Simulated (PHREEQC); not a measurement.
0.17 g of hydrous ferric oxide (600 m²/g; 0.2 weak and 0.005 strong sites per Fe, Dzombak-Morel constants, diffuse double layer) in 1 kg of water with 0.01 mol/kgw of an inert sodium salt and 0.086 mmol/kgw NaH2PO4 and 0.62 mmol/kgw H3BO3, at 25 °C; the pH is set by adding NaOH or the inert anion's acid. Oxygen is held at 0.21 atm. No CO2 enters from the air. No solid was allowed to form.

The series has 17 steps of pH, from 4 to 12.

All values are PHREEQC results (ion-association model, wateq4f.dat), not measurements.

### Question
Near which pH is half of the P sorbed, and on which side is more sorbed?

### Answer
Near pH 8.7, with more sorbed at lower pH.

### Question
At which pH does the surface charge pass through zero?

### Answer
Near pH 7.5.

Complexes and solids missing from the database can't appear. H3PO4, which wateq4f.dat lacks, is added to it with the constant of phreeqc.dat.
